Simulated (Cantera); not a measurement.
What does this Cantera script print?

```python
import numpy as np
import cantera as ct

gas_names = [...]  # 110 gases of nasa_gas.yaml made of C, H, O
cond_names = """
    C(gr) C6H6(L) C7H8(L) C8H18(L),n-octa H2O(s) H2O(L)
""".split()


# ... load() reads the species with a 1 bar reference pressure and builds the phases ...
atoms = {
    'C': {'C': 1},
    'CO2': {'C': 1, 'O': 2},
    'H2': {'H': 2},
}
top_T = {'C(gr)': 4500}  # K; cautious upper limits of use, not melting points


# ... equilibrate(T, P, feed) seeds the gas with the atoms and calls Mixture.equilibrate('TP', solver="vcs", rtol=1e-11, max_steps=5000) ...
results = []
feed = {'C': 1, 'CO2': 0.043, 'H2': 0.87}  # mol
P = 12000  # Pa
for T in [2023, 2073, 2123, 2173, 2223, 2273, 2323, 2373, 2423, 2473, 2523, 2573, 2623, 2673]:
    mix = equilibrate(T, P, feed)
    results.append((T, P, feed, dict(zip(mix.species_names, mix.species_moles))))

top = {s: max(r[3][s] / sum(r[3][g] for g in gas_names) for r in results) for s in gas_names}
cols = sorted((s for s in top if top[s] > 0.0001), key=lambda s: -top[s])[:7]
seen = [c for c in cond_names if any(r[3].get(c, 0) > 1e-12 for r in results)]
print("log10 of partial pressures in bar; condensed amounts in mol")
print(f"{'T/K':>10s}" + "".join(f"{s[:9]:>10s}" for s in cols + seen))
for T, P, feed, n in results:
    ng = sum(n[g] for g in gas_names)
    print(f"{T:10.4g}" + "".join(f"{np.log10(max(n[s] / ng * P / 1e5, 1e-99)):10.3f}" for s in cols)
          + "".join(f"{n.get(c, 0):10.4g}" for c in seen))
```

Output:

```
log10 of partial pressures in bar; condensed amounts in mol
       T/K        H2         H        CO C2H2,acet       C2H      C4H2     C(gr)
      2023    -0.965    -3.204    -1.968    -4.014    -7.947    -7.458    0.9554
      2073    -0.966    -3.063    -1.968    -3.877    -7.598    -7.183    0.9548
      2123    -0.967    -2.929    -1.969    -3.748    -7.267    -6.921    0.9541
      2173    -0.969    -2.801    -1.970    -3.625    -6.951    -6.672    0.9532
      2223    -0.971    -2.679    -1.971    -3.508    -6.649    -6.435     0.952
      2273    -0.974    -2.563    -1.972    -3.398    -6.362    -6.210    0.9505
      2323    -0.978    -2.452    -1.973    -3.293    -6.087    -5.995    0.9487
      2373    -0.982    -2.346    -1.975    -3.193    -5.824    -5.790    0.9465
      2423    -0.987    -2.245    -1.977    -3.099    -5.573    -5.595    0.9438
      2473    -0.994    -2.149    -1.980    -3.010    -5.333    -5.410    0.9407
      2523    -1.002    -2.057    -1.983    -2.926    -5.104    -5.234     0.937
      2573    -1.011    -1.970    -1.987    -2.847    -4.884    -5.066    0.9327
      2623    -1.022    -1.887    -1.991    -2.773    -4.674    -4.907    0.9277
      2673    -1.035    -1.808    -1.996    -2.705    -4.473    -4.757    0.9219
```

These are equilibrium values from Cantera (NASA tables, ideal gas, pure condensed phases), not measurements of a reactor.
